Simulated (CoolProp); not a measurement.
Vapour-liquid equilibrium of carbon dioxide (1) + hydrogen sulfide (2) at 1.44 MPa; x and y are mole fractions of (1).

Values from CoolProp's multi-fluid Helmholtz-energy mixture model, Span 1996 and Lemmon 2006; pair parameters Kunz 2012.

| x | bubble temperature (K) | y at the bubble point | dew temperature at overall composition x (K) | liquid density (mol/L) |
|---|---|---|---|---|
| 0.05 | 276.8 | 0.215 | [?] | 24.18 |
| 0.15 | 265.5 | 0.470 | 279.4 | 24.74 |
| 0.25 | 258.7 | 0.602 | 275.4 | 24.85 |
| 0.35 | 254.4 | 0.679 | 271.1 | 24.69 |
| 0.45 | 251.4 | [?] | 266.5 | 24.38 |
| 0.55 | [?] | 0.774 | [?] | 24.03 |
| 0.65 | 247.6 | 0.813 | 256.0 | 23.73 |
| 0.75 | 246.1 | 0.854 | 250.5 | 23.58 |
| 0.85 | 244.8 | 0.902 | 246.2 | 23.66 |
| 0.95 | 243.8 | 0.962 | 244.0 | 24.06 |

Question: Some entries are withheld; supply them.

Answer: 
- 0.05, dew temperature at overall composition x (K): 283.2
- 0.45, y at the bubble point: 0.732
- 0.55, bubble temperature (K): 249.3
- 0.55, dew temperature at overall composition x (K): 261.5

No azeotrope shows between x = 0.05 and 0.95.

Pair parameters are fitted to limited data, so mixtures are less certain than the pure fluids.
